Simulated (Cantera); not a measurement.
Cantera run:

```python
import numpy as np
import cantera as ct

gas_names = """
    AL ALCL ALCL2 ALCL3 ALN AL2 AL2CL6 CL CL2 N N2
""".split()
cond_names = """
    AL(cr) AL(L) ALCL3(s) ALCL3(L) ALN(s)
""".split()


def load(file, names, dense=False):
    # The tables refer to 1 bar. Condensed volumes are neglected.
    table = {s.name: s for s in ct.Species.list_from_file(file)}
    out = []
    for n in names:
        d = dict(table[n].input_data)
        d["thermo"] = dict(d["thermo"], **{"reference-pressure": 1e5})
        if dense:
            d["equation-of-state"] = {"model": "constant-volume", "density": "1e6 g/cm^3"}
        out.append(ct.Species.from_dict(d))
    return out


gas = ct.Solution(thermo="ideal-gas", species=load("nasa_gas.yaml", gas_names))
cond = {s.name: ct.Solution(thermo="fixed-stoichiometry", species=[s], name=s.name)
        for s in load("nasa_condensed.yaml", cond_names, dense=True)}
atoms = {
    'Al': {'AL': 1},
    'Cl2': {'CL': 2},
    'N2': {'N': 2},
}
top_T = {'ALN(s)': 2750}  # K; cautious upper limits of use, not melting points


def equilibrate(T, P, feed):
    n = {}
    for name, mol in feed.items():
        for a, k in atoms[name].items():
            n[a] = n.get(a, 0.0) + k * mol
    gas.TPX = T, P, n
    mass = sum(n.values()) * gas.mean_molecular_weight
    gas.equilibrate("TP")
    valid = [c for c in cond.values() if c.min_temp <= T <= top_T.get(c.name, c.max_temp)]
    mix = ct.Mixture([(gas, mass / gas.mean_molecular_weight)] + [(c, 0.0) for c in valid])
    mix.T, mix.P = T, P
    mix.equilibrate("TP", solver="vcs", rtol=1e-11, max_steps=5000)
    return mix


results = []
feed = {'Al': 1, 'Cl2': 4.4, 'N2': 0.48}  # mol
T = 1398.15  # K
P = 37  # Pa
mix = equilibrate(T, P, feed)
results.append((T, P, feed, dict(zip(mix.species_names, mix.species_moles))))
print(gas.report(threshold=1e-05))
for i in range(1, mix.n_phases):
    print(f"{mix.phase(i).name:16s} {mix.phase_moles(i):12.5e} mol")
```

It prints:

```
       temperature   1398.2 K
          pressure   37 Pa
           density   0.00017981 kg/m^3
  mean mol. weight   56.495 kg/kmol
   phase of matter   gas

                          1 kg             1 kmol
                     ---------------   ---------------
          enthalpy        2.9662e+05        1.6758e+07  J
   internal energy             90856        5.1329e+06  J
           entropy            5822.8        3.2896e+05  J/K
    Gibbs function       -7.8445e+06       -4.4318e+08  J
 heat capacity c_p            621.45             35109  J/K
 heat capacity c_v            474.28             26794  J/K

                      mass frac. Y      mole frac. X     chem. pot. / RT
                     ---------------   ---------------   ---------------
             ALCL3           0.37836           0.16032           -104.95
                CL           0.37372           0.59559           -19.902
               CL2           0.20975           0.16714           -39.804
                N2          0.038159          0.076954           -36.265
     [   +7 minor]        3.3358e-06        1.8904e-06

AL(L)             0.00000e+00 mol
ALCL3(L)          0.00000e+00 mol
ALN(s)            0.00000e+00 mol
```

Cantera equilibrium calculation (NASA polynomials, part measured and part estimated; ideal gas, pure solids and liquids).
